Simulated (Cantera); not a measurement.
Charge: 1 mol Si, 1 mol Br₂, 8.9 mol HBr, equilibrated at 1550 K and 590 Pa.

Equilibrium computed with Cantera from the NASA thermochemical tables; the gas is ideal and each condensed phase is pure. Candidate condensed phases: Br₂, Si; 19 gas species. The tables' values for SiBr₃ are old estimates; treat these amounts as uncertain. Rates play no part.

Base state: HBr 0.738, Br 0.0996, SiBr₂ 0.0793, H₂ 0.0646, SiBr₄ 0.0108, SiBr₃ 0.00730, Br₂ 0.000391, H 0.000104 (mole fractions); condensed: gas only.

### Question
What changes in the equilibrium state with this change: pressure from 590 Pa to 22000 Pa?

### Answer
| species | before | after |
|---|---|---|
| HBr | 0.738 | 0.785 |
| H₂ | 0.0646 | 0.0913 |
| SiBr₄ | 0.0108 | 0.0788 |
| Br | 0.0996 | 0.0146 |
| SiBr₂ | 0.0793 | 0.0195 |
| SiHBr₃ | 7.27e-5 | 0.000709 |
| H | 0.000104 | 2.03e-5 |
| SiBr₃ | 0.00730 | 0.00979 |
| Br₂ | 0.000391 | 0.000313 |
